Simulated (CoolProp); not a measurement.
Vapour-liquid equilibrium of ethanol (1) + hexamethyldisiloxane (MM) (2) at 418.8 K; x and y are mole fractions of (1).

The numbers come from the multi-fluid Helmholtz-energy mixture model, Schroeder 2014 and Thol 2016; pair parameters Bell 2016 in CoolProp.

```csv
x,"bubble pressure, mixture model (MPa)","bubble pressure, Raoult's law (MPa)","y, mixture model","y, Raoult's law"
0.05,0.4043,0.3465,[?],0.127
0.125,0.5052,0.3885,[?],0.283
0.2,0.5811,0.4305,0.491,0.408
0.275,0.6394,0.4725,0.557,0.511
0.35,0.6856,0.5145,0.607,0.598
0.425,0.7234,0.5566,0.648,0.671
0.5,0.7552,0.5986,0.685,0.734
0.575,0.7828,0.6406,0.722,0.789
0.65,0.8070,0.6826,[?],0.837
0.725,[?],0.7246,0.799,0.879
0.8,[?],0.7666,0.844,0.917
0.875,0.8614,0.8086,[?],0.951
0.95,0.8728,0.8506,0.956,0.981
```

Question: Some entries are withheld; supply them.

Answer: 
- 0.05, y, mixture model: 0.219
- 0.125, y, mixture model: 0.393
- 0.65, y, mixture model: 0.759
- 0.725, bubble pressure, mixture model (MPa): 0.8282
- 0.8, bubble pressure, mixture model (MPa): 0.8465
- 0.875, y, mixture model: 0.896

The largest gap from Raoult's law is +35.3 % in bubble pressure, at x = 0.275. No azeotrope shows between x = 0.05 and 0.95.

The pair parameters rest on a limited set of measurements; away from them the model extrapolates.
